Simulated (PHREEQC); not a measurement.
Consider water at 49 °C with 0.23 mol H2SO4 and 0.0035 mol ZnSO4 per kg of water. Closed to the air; pH follows from the charge balance.

Model: ion-association model, wateq4f.dat, run in PHREEQC.

| quantity | before | after |
|---|---|---|
| pH | 0.72 | 0.69 |
| ionic strength (mol/kgw) | 0.272 | 0.297 |
| HSO4- (mol/kgw) | 0.214 | 0.201 |
| SO4-2 (mol/kgw) | 0.0184 | 0.0312 |
| Zn+2 (mol/kgw) | 0.00254 | 0.00217 |
| ZnSO4 (mol/kgw) | 0.000858 | 0.00107 |
| SI of Goslarite (ZnSO4:7H2O) | -3.73 | -3.32 |
| SI of Zincite(c) (ZnO) | -11.65 | -13.23 |

Problem. Which change was made?
(A) diluted 100-fold with water
(B) H2SO4 from 0.23 to 0.253 mol/kgw
(C) diluted 5-fold with water
(D) temperature from 49 to 20 °C
(E) ZnSO4 replaced by ZnI2 at the same molality

Solution. D, temperature from 49 to 20 °C

This is a speciation only: nothing precipitates in the calculation. At this temperature some constants are extrapolated from 25 °C, and those without enthalpy data are left unchanged.
